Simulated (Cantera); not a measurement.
A Cantera script and its output.

```python
import numpy as np
import cantera as ct

gas = ct.Solution("gri30.yaml")
gas.TPX = 725, 580000, {'CH4': 1, 'C2H6': 0.38, 'O2': 3.03, 'N2': 11.4}
inlet = ct.Reservoir(gas, clone=True)
gas.equilibrate("HP")  # start burning
reactor = ct.IdealGasConstPressureReactor(gas, energy="on", clone=False)
exhaust = ct.Reservoir(gas, clone=True)
tau = [0.13, 0.055, 0.022, 0.0092, 0.0038, 0.0016, 0.00064, 0.00026, 0.00011, 4.5e-05, 1.8e-05, 7.5e-06, 3.1e-06][0]
for a, b in ((inlet, reactor), (reactor, exhaust)):
    ct.MassFlowController(a, b, mdot=lambda t: reactor.mass / tau)
net = ct.ReactorNet([reactor])
show = ['CH4', 'C2H6', 'O2', 'HO2', 'OH', 'O']

rows = []
print(f"{'tau/s':>10s}{'T/K':>9s}" + "".join(f"{s:>11s}" for s in show))
for tau in [0.13, 0.055, 0.022, 0.0092, 0.0038, 0.0016, 0.00064, 0.00026, 0.00011, 4.5e-05, 1.8e-05, 7.5e-06, 3.1e-06]:
    net.initial_time = 0.0
    net.advance(30 * tau)
    before = gas.X
    net.advance(40 * tau)
    drift = np.max(np.abs(gas.X - before) / (gas.X + 1e-9))
    rows.append([gas.T, *gas[show].X, drift])
    print(f"{tau:10.3e}{gas.T:9.1f}" + "".join(f"{x:11.3e}" for x in gas[show].X))
```

Output:

```
     tau/s      T/K        CH4       C2H6         O2        HO2         OH          O
 1.300e-01   2504.1  3.734e-07  7.741e-09  1.524e-03  7.494e-07  3.699e-03  2.437e-04
 5.500e-02   2503.3  8.623e-07  1.824e-08  1.577e-03  7.768e-07  3.748e-03  2.507e-04
 2.200e-02   2501.4  2.042e-06  4.532e-08  1.705e-03  8.438e-07  3.865e-03  2.676e-04
 9.200e-03   2497.1  4.420e-06  1.072e-07  1.963e-03  9.824e-07  4.088e-03  3.022e-04
 3.800e-03   2487.8  9.060e-06  2.552e-07  2.463e-03  1.265e-06  4.489e-03  3.714e-04
 1.600e-03   2471.2  1.720e-05  5.918e-07  3.303e-03  1.780e-06  5.093e-03  4.945e-04
 6.400e-04   2442.6  3.261e-05  1.428e-06  4.704e-03  2.753e-06  5.956e-03  7.161e-04
 2.600e-04   2402.0  6.127e-05  3.358e-06  6.706e-03  4.404e-06  6.941e-03  1.056e-03
 1.100e-04   2351.1  1.165e-04  7.569e-06  9.304e-03  7.029e-06  7.822e-03  1.492e-03
 4.500e-05   2285.7  2.481e-04  1.809e-05  1.305e-02  1.173e-05  8.345e-03  1.967e-03
 1.800e-05   2198.6  6.589e-04  5.060e-05  1.964e-02  2.237e-05  7.716e-03  2.118e-03
 7.500e-06    725.0  6.325e-02  2.404e-02  1.917e-01  7.122e-15  2.874e-20  1.783e-21
 3.100e-06    725.0  6.325e-02  2.404e-02  1.917e-01  3.014e-15  1.197e-20  6.878e-22
```

Cantera simulation using GRI-Mech 3.0 (53 species, 325 reactions); the numbers are that mechanism's predictions, not measurements.
